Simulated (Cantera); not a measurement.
Input (Python, Cantera) and output of one run.

```python
import numpy as np
import cantera as ct

gas_names = """
    AL ALCL ALCL2 ALCL3 ALH ALO ALOCL ALOH ALO2 ALO2H AL2 AL2CL6 AL2O AL2O2 CL CLO CL2 H HALO HCL HOCL
    HO2 H2 H2O H2O2 O OH O2 O3
""".split()
cond_names = """
    AL(cr) AL(L) ALCL3(s) ALCL3(L) AL2O3(a) AL2O3(L) H2O(s) H2O(L)
""".split()


# ... load() reads the species with a 1 bar reference pressure and builds the phases ...
atoms = {
    'Al2O3': {'AL': 2, 'O': 3},
    'HCl': {'H': 1, 'CL': 1},
}
top_T = {}  # K; cautious upper limits of use, not melting points


# ... equilibrate(T, P, feed) seeds the gas with the atoms and calls Mixture.equilibrate('TP', solver="vcs", rtol=1e-11, max_steps=5000) ...
results = []
feed = {'Al2O3': 1, 'HCl': 35}  # mol
P = 630  # Pa
for T in [600, 700, 800, 900, 1000, 1100, 1200, 1300, 1400, 1500, 1600, 1700, 1800, 1900]:
    mix = equilibrate(T, P, feed)
    results.append((T, P, feed, dict(zip(mix.species_names, mix.species_moles))))

top = {s: max(r[3][s] / sum(r[3][g] for g in gas_names) for r in results) for s in gas_names}
cols = sorted((s for s in top if top[s] > 1e-06), key=lambda s: -top[s])[:9]
seen = [c for c in cond_names if any(r[3].get(c, 0) > 1e-12 for r in results)]
print("log10 of partial pressures in bar; condensed amounts in mol")
print(f"{'T/K':>10s}" + "".join(f"{s[:9]:>10s}" for s in cols + seen))
for T, P, feed, n in results:
    ng = sum(n[g] for g in gas_names)
    print(f"{T:10.4g}" + "".join(f"{np.log10(max(n[s] / ng * P / 1e5, 1e-99)):10.3f}" for s in cols)
          + "".join(f"{n.get(c, 0):10.4g}" for c in seen))
```

Output:

```
log10 of partial pressures in bar; condensed amounts in mol
       T/K       HCL        CL        H2       H2O     ALCL3         H     ALCL2      ALCL     ALOCL  AL2O3(a)
       600    -2.201   -13.074   -10.730    -8.190    -8.366   -21.700   -25.014   -36.963   -31.463         1
       700    -2.201   -10.966    -9.564    -7.373    -7.549   -18.379   -21.011   -30.696   -26.168    0.9999
       800    -2.201    -9.387    -8.672    -6.764    -6.940   -15.874   -18.013   -25.995   -22.204    0.9997
       900    -2.201    -8.175    -7.938    -6.295    -6.471   -13.901   -15.670   -22.310   -19.128    0.9991
      1000    -2.201    -7.233    -7.285    -5.922    -6.098   -12.287   -13.771   -19.307   -16.672    0.9978
      1100    -2.201    -6.493    -6.687    -5.620    -5.796   -10.931   -12.191   -16.793   -14.668    0.9956
      1200    -2.201    -5.894    -6.148    -5.370    -5.546    -9.779   -10.860   -14.665   -13.002    0.9921
      1300    -2.202    -5.395    -5.674    -5.161    -5.337    -8.793    -9.729   -12.851   -11.596    0.9872
      1400    -2.203    -4.970    -5.260    -4.985    -5.161    -7.943    -8.760   -11.293   -10.394    0.9808
      1500    -2.205    -4.603    -4.899    -4.834    -5.011    -7.204    -7.922    -9.943    -9.357    0.9728
      1600    -2.208    -4.283    -4.583    -4.705    -4.883    -6.556    -7.193    -8.764    -8.452    0.9634
      1700    -2.214    -4.002    -4.306    -4.594    -4.778    -5.985    -6.556    -7.729    -7.658    0.9525
      1800    -2.223    -3.753    -4.064    -4.497    -4.697    -5.478    -6.001    -6.819    -6.958    0.9399
      1900    -2.237    -3.533    -3.854    -4.405    -4.651    -5.027    -5.530    -6.027    -6.343    0.9242
```

Cantera equilibrium calculation (NASA polynomials, part measured and part estimated; ideal gas, pure solids and liquids). The tables' values for AlCl2 are old estimates; treat these amounts as uncertain. Condensed phases not in the tables: AlOCl.
